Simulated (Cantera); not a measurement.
Equilibrium for silicon nitride deposition: Si2Cl6 + NH3 + H2

Feed: 1 mol Si2Cl6, 1.1 mol NH3, 11 mol H2.

Method: chemical equilibrium by Gibbs-energy minimisation in Cantera with the NASA 1993 tables (ideal gas, pure condensed phases). Candidate condensed phases: NH4Cl, Si, Si3N4; 28 gas species. The feed counts by its element totals alone. The tables' values for SiCl3 are old estimates. The numbers say what is thermodynamically allowed, not how fast it happens.

Map the stable condensed phases over T = 600, 750, 900, 1050, 1200, 1350, 1500, 1650, 1800 °C and P in Pa = 5, 17, 59, 210, 710, 2400, 8400, 29000, 100000.


```
T in °C \ P in Pa
              5     17     59    210    710   2400   8400  29000 100000
   1800       A      A      A      A      B      B      B      B      B
   1650       A      A      A      B      B      B      B      B      B
   1500       A      B      B      B      B      B      B      C      C
   1350       B      B      B      B      B      C      C      C      C
   1200       B      B      B      C      C      C      C      C      C
   1050       C      C      C      C      C      C      C      C      C
    900       C      C      C      C      C      C      C      C      C
    750       C      C      C      C      C      C      C      C      C
    600       C      C      C      C      C      C      C      C      C
```
A: gas only; B: Si; C: Si3N4.
